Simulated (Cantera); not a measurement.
A perfectly stirred reactor is fed with CH4 : H2 = 1 : 150 (molar parts), at 20.0 Torr; it is held at 1600 K, and followed from long to short residence time.

Detailed kinetics in Cantera: GRI-Mech 3.0 (53 species, 325 reactions). GRI-Mech 3.0 stops at C3 and has no aromatics, soot or wall deposition, so with more carbon than oxygen in the feed, carbon stays in small species such as C2H2 where larger ones or solid carbon would form. Radical loss at walls, strong at low pressure, is not modelled.

Problem. What does this change do: CH4 1 to 4 parts?

Solution. 
| quantity | before | after |
|---|---|---|
| x(CH4) at τ = 0.510 s | 0.00647 | 0.0238 |
| x(H2) at τ = 0.510 s | 0.993 | 0.975 |
| x(C2H2) at τ = 0.510 s | 5.80e-5 | 0.000945 |
| x(H) at τ = 0.510 s | 0.000250 | 0.000269 |
| x(C2H) at τ = 0.510 s | 4.90e-11 | 8.74e-10 |
| x(CH4) at τ = 12.0 ms | 0.00662 | 0.0259 |
| x(H2) at τ = 12.0 ms | 0.993 | 0.974 |
| x(C2H2) at τ = 12.0 ms | 5.87e-10 | 1.14e-7 |
| x(H) at τ = 12.0 ms | 1.50e-5 | 4.28e-5 |
| x(C2H) at τ = 12.0 ms | <1e-12 | <1e-12 |
